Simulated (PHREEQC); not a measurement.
Make-up at 25 °C: 0.035 mol ZnSO4 per kg of water. Closed to the air; pH follows from the charge balance.

All values are PHREEQC results (ion-association model, phreeqc.dat), not measurements.

Question: The ionic strength comes out as 0.0792 mol/kgw. What activity coefficients do Zn(SO4)2-2, ZnOH+, Zn+2, H+, SO4-2 get?

Answer: Zn(SO4)2-2 0.40, ZnOH+ 0.79, Zn+2 0.40, H+ 0.84, SO4-2 0.40.

Precipitation was switched off in this run.
